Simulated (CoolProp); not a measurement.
Decamethyltetrasiloxane (MD2M) along the isobar 6.39 MPa: fugacity coefficient from the reference equation and from simpler models built on Tc = 599.4 K, pc = 1.144 MPa, ω = 0.635; each cubic takes its own stable root.

Computed with CoolProp (reference Helmholtz-energy equation of state, Thol 2017).

```tsv
T (K)	phase	reference	van der Waals	Soave-Redlich-Kwong	Peng-Robinson
500.7	liquid	0.06010	0.1942	0.06467	0.05844
514.9	liquid	0.07689	0.2108	0.08286	0.07469
529.1	liquid	0.09638	0.2276	0.1040	0.09358
543.3	liquid	0.1186	0.2447	0.1282	0.1151
557.4	liquid	0.1432	0.2619	0.1550	0.1391
571.6	liquid	0.1706	0.2794	0.1849	0.1658
585.8	liquid	0.2003	0.2970	0.2173	0.1947
600	supercritical	0.2321	0.3147	0.2519	0.2258
```
